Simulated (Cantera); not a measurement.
A perfectly stirred reactor is fed with 7.34 % H2, 12.0 % O2, 80.6 % N2, equivalence ratio 0.30, at 750 Torr; it is held at 975 K, and followed from long to short residence time.

Cantera simulation using GRI-Mech 3.0 (53 species, 325 reactions); the numbers are that mechanism's predictions, not measurements. The temperature is held fixed by assumption; the heat of reaction is taken as removed at once.

One state of this run: x H2 = 0.0335; x O2 = 0.102; x H2O2 = 5.95e-5; x OH = 1.28e-5; x H2O = 0.0413; x H = 2.93e-5. x: mole fraction; the columns are a selection and need not sum to one.

Question: Which value of τ (s) does it belong to?
A. 0.00017
B. 7.8
C. 0.0062
D. 1.3

Answer: C, 0.0062
